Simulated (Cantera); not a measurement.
A perfectly stirred reactor is fed with 4.96 % CH4, 2.03 % C2H6, 19.6 % O2, 73.4 % N2, at 1.01 bar; it is adiabatic with a 550 K inlet, and is followed from long to short residence time, starting on the burning branch (τ in s: 0.051, 0.017, 0.0059, 0.002, 0.0007, 0.00024, 8.2e-05, 2.8e-05, 9.7e-06, 3.3e-06).

Cantera simulation using GRI-Mech 3.0 (53 species, 325 reactions); the numbers are that mechanism's predictions, not measurements.

x: mole fraction; the columns are a selection and need not sum to one.

| τ (s) | T (K) | x CH4 | x C2H6 | x O2 | x NO | x CH3 | x H |
|---|---|---|---|---|---|---|---|
| 0.051 | 2251 | 2.55e-6 | 1.37e-7 | 0.0268 | 0.00147 | 1.66e-6 | … |
| 0.017 | 2230 | 6.22e-6 | 3.92e-7 | 0.0281 | 0.000758 | 3.86e-6 | … |
| 0.0059 | 2188 | 1.35e-5 | 1.04e-6 | 0.0299 | 0.000386 | 7.79e-6 | … |
| 0.0020 | 2123 | 2.99e-5 | 2.70e-6 | 0.0325 | 0.000190 | 1.57e-5 | … |
| 0.00070 | 2045 | 6.88e-5 | 6.80e-6 | 0.0357 | 9.89e-5 | 3.30e-5 | … |
| 0.00024 | 1953 | 0.000182 | 1.85e-5 | 0.0399 | 5.27e-5 | 7.76e-5 | … |
| 8.2e-5 | 1846 | 0.000629 | 6.38e-5 | 0.0480 | 2.49e-5 | 0.000230 | … |
| 2.8e-5 | 550 | 0.0496 | 0.0203 | 0.196 | <1e-12 | <1e-12 | <1e-12 |
| 9.7e-6 | 550 | 0.0496 | 0.0203 | 0.196 | <1e-12 | <1e-12 | <1e-12 |
| 3.3e-6 | 550 | 0.0496 | 0.0203 | 0.196 | <1e-12 | <1e-12 | <1e-12 |

Some entries are withheld; supply them.


- 0.051, x H: 0.000456
- 0.017, x H: 0.000711
- 0.0059, x H: 0.00132
- 0.0020, x H: 0.00258
- 0.00070, x H: 0.00454
- 0.00024, x H: 0.00692
- 8.2e-5, x H: 0.00791
